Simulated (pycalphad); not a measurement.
An equivalent pycalphad script:

```python
from pycalphad import Database, equilibrium, calculate, variables as v
import numpy as np
db = Database('COST507.tdb')
comps = ['AL', 'SI', 'MG', 'FE', 'VA']
phases = ['AL13FE4', 'AL2FE', 'AL5FE2', 'AL5FE4', 'ALFESI_ALPHA', 'ALFESI_BETA', 'ALFESI_DELTA', 'ALFESI_GAMMA', 'ALFESI_TAU1', 'ALFESI_TAU3', 'ALMG_BETA', 'ALMG_EPS', 'ALMG_GAMMA', 'BCC_B2', 'DIAMOND_A4', 'FCC_A1', 'FE2SI', 'FE5SI3', 'FESI', 'FESI2_H', 'FESI2_L', 'HCP_A3', 'LIQUID', 'MG2SI']
eq = equilibrium(db, comps, phases, {v.X('SI'): 0.0057, v.X('MG'): 0.0424, v.X('FE'): 0.0038, v.T: np.arange(1650, 349, -50), v.P: 101325, v.N: 1}, output=['HM', 'SM'])
```

Computed with pycalphad from the COST 507 light-alloy database (1999), at 1 atm. No gas phase is included, though pure Mg would boil below 1377 °C. The database dates from 1999; later assessments differ in places, in temperatures and in the compounds included. Not assessed as a whole: an extrapolation from subsystems, which can miss ternary compounds. Phase fractions are per mole of atoms. Diffusion is slow at the low end, where real alloys seldom reach equilibrium.

Results at three of the temperatures:

```
T = 900.00 K, P = 101325 Pa, N = 1 mol of atoms
G = -37686 J/mol, H = 23449 J/mol, S = 67.93 J/(mol K)  (SER reference)
chemical potentials (J/mol): Al -35999, Si -52723, Mg -64535, Fe -136598
phase             fraction      x(Al)      x(Si)      x(Mg)      x(Fe)
LIQUID              0.6502     0.9325     0.0084     0.0558     0.0033
FCC_A1              0.3429     0.9814   0.000614     0.0179   0.000149
AL13FE4             0.0068     0.7624   0.000513       none     0.2371
```

```
T = 650.00 K, P = 101325 Pa, N = 1 mol of atoms
G = -23742 J/mol, H = 8802 J/mol, S = 50.07 J/(mol K)  (SER reference)
chemical potentials (J/mol): Al -22541, Si -49941, Mg -37691, Fe -128493
phase             fraction      x(Al)      x(Si)      x(Mg)      x(Fe)
FCC_A1              0.9668     0.9679   3.49e-06     0.0321   2.54e-06
MG2SI               0.0171       none     0.3333     0.6667       none
AL13FE4             0.0161     0.7643   1.34e-06       none     0.2357
```

```
T = 450.00 K, P = 101325 Pa, N = 1 mol of atoms
G = -14690 J/mol, H = 3291 J/mol, S = 39.96 J/(mol K)  (SER reference)
chemical potentials (J/mol): Al -13679, Si -58566, Mg -21565, Fe -124392
phase             fraction      x(Al)      x(Si)      x(Mg)      x(Fe)
FCC_A1              0.9645     0.9688   7.43e-11     0.0312   4.37e-09
MG2SI               0.0171       none     0.3333     0.6667       none
AL13FE4             0.0162     0.7649   7.88e-12       none     0.2351
ALMG_BETA           0.0022     0.6114       none     0.3886       none
```

Changes of the phase set, refined by bisection:

```
T (°C)                    phases above                       phases below
------  ------------------------------  ---------------------------------
634.0                           liquid                       fcc + liquid
632.6                     fcc + liquid             AL13FE4 + fcc + liquid
592.2           AL13FE4 + fcc + liquid     AL13FE4 + fcc + liquid + MG2SI
590.3   AL13FE4 + fcc + liquid + MG2SI              AL13FE4 + fcc + MG2SI
179.9            AL13FE4 + fcc + MG2SI  AL13FE4 + ALMG_BETA + fcc + MG2SI
```

Database names, with the compositions (at.%) that they take in these runs: AL13FE4: Al 76 Fe 24; MG2SI: Mg 67 Si 33; ALMG_BETA: Al 61 Mg 39. FCC_A1 is fcc. An entry "none" or "no" means that the model of the phase leaves that element out.
